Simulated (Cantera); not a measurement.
**Thermodynamics of silicon etching in halogen gases, feed Si + Cl₂ + H₂ + NH₃**

Input: 1 mol Si, 2.8 mol Cl₂, 26 mol H₂, 0.27 mol NH₃, equilibrated at 75.0 Torr.

Method: chemical equilibrium by Gibbs-energy minimisation in Cantera with the NASA 1993 tables (ideal gas, pure condensed phases). Candidate condensed phases: NH₄Cl, Si, Si₃N₄; 28 gas species. The tables' values for SiCl₃ are old estimates; treat these amounts as uncertain. Equilibrium is a limit: real reactors are often held back by kinetics, nucleation or transport.

```csv
T (K),x H₂,x HCl,x SiCl₄,x SiCl₂,x SiHCl₃,x SiCl₃,x N₂,n Si₃N₄(s)
798,0.887,0.0849,0.0279,1.33e-9,0.000256,5.72e-7,2.91e-5,0.0671
873,0.887,0.0854,0.0275,6.43e-8,0.000611,5.48e-6,1.55e-5,0.0673
948,0.886,0.0861,0.0268,1.62e-6,0.00124,3.58e-5,9.68e-6,0.0674
1023,0.885,0.0872,0.0257,2.43e-5,0.00220,0.000172,7.06e-6,0.0674
1098,0.883,0.0894,0.0237,0.000234,0.00341,0.000628,6.22e-6,0.0674
1173,0.878,0.0939,0.0203,0.00144,0.00443,0.00172,7.63e-6,0.0674
1248,0.869,0.103,0.0147,0.00532,0.00438,0.00330,1.64e-5,0.0673
1323,0.857,0.115,0.00832,0.0119,0.00315,0.00425,6.01e-5,0.0666
1398,0.848,0.124,0.00365,0.0184,0.00175,0.00397,0.000273,0.0635
1473,0.842,0.127,0.00138,0.0237,0.000857,0.00309,0.00113,0.0510
```
x: gas mole fraction; n: condensed amount in mol.

From 798 K to 1473 K the condensed part is Si₃N₄(s). The main Si-bearing gas is SiCl₄ at 798 K and SiCl₂ at 1473 K.
